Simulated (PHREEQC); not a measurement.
A solution holds 190 mmol/kgw HF and 1.3 mmol/kgw KF, at 20 °C. Closed to the air; pH follows from the charge balance.

Equilibrium calculation in PHREEQC: ion-association model, phreeqc.dat.

| quantity | before | after |
|---|---|---|
| pH | 1.86 | 1.73 |
| ionic strength (mol/kgw) | 0.0166 | 0.0223 |
| F- (mol/kgw) | 0.0102 | 0.0115 |
| HF2- (mol/kgw) | 0.00634 | 0.0108 |

### Question
Name the change that produced these shifts.
A. HF left out
B. diluted 10-fold with water
C. HF from 0.19 to 0.285 mol/kgw
D. 0.096 mol/kgw NH4Cl added
E. HF replaced by NH4HF2 at the same molality

### Answer
C, HF from 0.19 to 0.285 mol/kgw

No solid was allowed to form.
